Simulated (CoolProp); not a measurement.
Ethanol at 558.36 K and 0.536 MPa flows at 7.4 m/s in a round tube of 10 mm bore and 15 µm roughness, fully developed (64/Re and Nu = 3.66 if laminar; Colebrook and Gnielinski if turbulent). Each further row changes one setting.

Model: reference Helmholtz-energy equation of state, Schroeder 2014, in CoolProp.

| case | Reynolds number | Darcy friction factor | pressure drop (Pa/m) | heat-transfer coefficient (W/(m² K)) | mass flow (kg/h) |
|---|---|---|---|---|---|
| as stated | 24300 | 0.0280 | 414 | 341 | 11.3 |
| velocity 14.8 m/s | 48700 | 0.0254 | 1510 | 630 | 22.7 |
| diameter 20 mm | 48700 | 0.0234 | 173 | 289 | 45.3 |

Viscosity comes from a separate model (Kiselev 2005). Thermal conductivity comes from a separate model (Assael 2013).
